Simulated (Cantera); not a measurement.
**Equilibrium for hydrogen reduction and annealing atmospheres: PbO + H2 + H2O**

Input: 1 mol PbO, a varied amount of H2, 3.2 mol H2O, equilibrated at 1 atm.

Method: chemical equilibrium by Gibbs-energy minimisation in Cantera with the NASA 1993 tables (ideal gas, pure condensed phases). Candidate condensed phases: H2O, Pb, PbO, PbO2, Pb3O4; 12 gas species. Equilibrium is a limit: real reactors are often held back by kinetics, nucleation or transport.

Stable condensed phases:

```
T in K \ n(H2) in mol
         1.4 2.4   4 6.8  11  19  32  54  91 150 260 430 730
   2248    A   A   A   A   A   A   A   A   A   A   A   A   A
   2098    A   A   A   A   A   A   A   A   A   A   A   A   A
   1948    A   A   A   A   A   A   A   A   A   A   A   A   A
   1798    A   A   A   A   A   A   A   A   A   A   A   A   A
   1648    B   B   B   B   A   A   A   A   A   A   A   A   A
   1498    B   B   B   B   B   B   B   A   A   A   A   A   A
   1348    B   B   B   B   B   B   B   B   B   B   A   A   A
   1198    B   B   B   B   B   B   B   B   B   B   B   B   B
   1048    B   B   B   B   B   B   B   B   B   B   B   B   B
    898    B   B   B   B   B   B   B   B   B   B   B   B   B
    748    B   B   B   B   B   B   B   B   B   B   B   B   B
```

A: gas only; B: Pb.
